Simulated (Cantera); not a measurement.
A diamond (100) surface in a fixed gas of H2 with x(CH4) = 0.0042, x(H) = 0.034, at 1050 K, 5300 Pa; coverages are run to steady state.

Model: the Harris–Goodwin 1993 mechanism for the reconstructed diamond (100) surface, integrated in Cantera.

θ: site fractions in the mechanism's names (c6HH fully hydrogenated, c6H* and c6*H radical sites, c6** diradical, c6HM methylated).

| x(CH3) | growth (µm/h) | θ c6HH | θ c6H* | θ c6*H | θ c6** | θ c6HM |
|---|---|---|---|---|---|---|
| 1e-06 | 0.0345 | 0.552 | 0.0233 | 0.411 | 0.0138 | 1.30e-5 |
| 2.4e-06 | 0.0827 | 0.552 | 0.0233 | 0.411 | 0.0138 | 3.11e-5 |
| 5.8e-06 | … | 0.552 | 0.0233 | 0.411 | 0.0138 | … |
| 1.4e-05 | 0.483 | 0.552 | 0.0233 | 0.410 | 0.0138 | 0.000182 |
| 3.4e-05 | 1.17 | 0.552 | 0.0233 | 0.410 | 0.0138 | 0.000441 |
| 8.1e-05 | 2.79 | 0.551 | 0.0233 | 0.410 | 0.0138 | 0.00105 |
| 0.0002 | 6.87 | 0.550 | 0.0232 | 0.409 | 0.0137 | 0.00258 |
| 0.00047 | … | 0.548 | 0.0231 | 0.407 | 0.0136 | … |
| 0.0011 | 37.0 | 0.541 | 0.0229 | 0.402 | 0.0134 | 0.0139 |

Q: What belongs in the gaps?

A: 
- 5.8e-06, growth (µm/h): 0.200
- 5.8e-06, θ c6HM: 7.52e-5
- 0.00047, growth (µm/h): 16.0
- 0.00047, θ c6HM: 0.00604
